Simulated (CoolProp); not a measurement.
Vapour-liquid equilibrium of isohexane (1) + ethanol (2) at 122.45 °C; x and y are mole fractions of (1).

The numbers come from the multi-fluid Helmholtz-energy mixture model, Lemmon 2006 and Schroeder 2014; pair parameters Bell 2016 in CoolProp.

```
x     bubble pressure, mixture model (MPa)  bubble pressure, Raoult's law (MPa)  y, mixture model  y, Raoult's law
----  ------------------------------------  -----------------------------------  ----------------  ---------------
0.05                                0.5413                               0.4629             0.176            0.056
0.15                                0.6443                               0.4687             0.351            0.166
0.25                                0.6956                               0.4745             0.432            0.273
0.35                                0.7196                               0.4803             0.478            0.378
0.45                                0.7300                               0.4861             0.511            0.480
0.55                                0.7326                               0.4919             0.540            0.579
0.65                                0.7271                               0.4977             0.576            0.677
0.75                                0.7084                               0.5035             0.627            0.772
0.85                                0.6661                               0.5093             0.711            0.865
0.95                                0.5828                               0.5151             0.865            0.955
```

The largest gap from Raoult's law is +50.2 % in bubble pressure, at x = 0.45. y crosses x between x = 0.45 and 0.55: the model has an azeotrope there.

The pair parameters rest on a limited set of measurements; away from them the model extrapolates. With so large a gap from Raoult's law the liquid may split in two, which this calculation doesn't test in full.
